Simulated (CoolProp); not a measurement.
Ethylene along the isotherm 113.45 °C: Z from the reference equation and from simpler models built on Tc = 9.2 °C, pc = 5042 kPa, ω = 0.087; each cubic takes its own stable root.

Values from CoolProp's reference Helmholtz-energy equation of state, Smukala 2000.

```json
[
 {"p (kPa)": "159", "phase": "gas", "reference": "0.9962", "Redlich-Kwong": "0.9958", "Soave-Redlich-Kwong": "0.9962"},
 {"p (kPa)": "258", "phase": "gas", "reference": "0.9938", "Redlich-Kwong": "0.9933", "Soave-Redlich-Kwong": "0.9939"},
 {"p (kPa)": "416", "phase": "gas", "reference": "0.9899", "Redlich-Kwong": "0.9891", "Soave-Redlich-Kwong": "0.9901"},
 {"p (kPa)": "672", "phase": "gas", "reference": "0.9837", "Redlich-Kwong": "0.9824", "Soave-Redlich-Kwong": "0.9841"},
 {"p (kPa)": "1090", "phase": "gas", "reference": "?", "Redlich-Kwong": "0.9715", "Soave-Redlich-Kwong": "0.9742"},
 {"p (kPa)": "1750", "phase": "gas", "reference": "0.9574", "Redlich-Kwong": "0.9543", "Soave-Redlich-Kwong": "0.9587"},
 {"p (kPa)": "2840", "phase": "gas", "reference": "0.9308", "Redlich-Kwong": "?", "Soave-Redlich-Kwong": "0.9334"},
 {"p (kPa)": "4580", "phase": "gas", "reference": "0.8884", "Redlich-Kwong": "0.8812", "Soave-Redlich-Kwong": "0.8942"},
 {"p (kPa)": "7400", "phase": "supercritical", "reference": "0.8223", "Redlich-Kwong": "0.8133", "Soave-Redlich-Kwong": "0.8362"},
 {"p (kPa)": "12000", "phase": "supercritical", "reference": "0.7371", "Redlich-Kwong": "?", "Soave-Redlich-Kwong": "0.7706"},
 {"p (kPa)": "19300", "phase": "supercritical", "reference": "0.7145", "Redlich-Kwong": "0.7295", "Soave-Redlich-Kwong": "0.7680"},
 {"p (kPa)": "31200", "phase": "supercritical", "reference": "0.8487", "Redlich-Kwong": "0.8663", "Soave-Redlich-Kwong": "0.8969"},
 {"p (kPa)": "50400", "phase": "supercritical", "reference": "1.137", "Redlich-Kwong": "1.143", "Soave-Redlich-Kwong": "?"}
]
```

Problem. What belongs in the gaps?

Solution. 
- 1090, reference: 0.9735
- 2840, Redlich-Kwong: 0.9259
- 12000, Redlich-Kwong: 0.7338
- 50400, Soave-Redlich-Kwong: 1.167
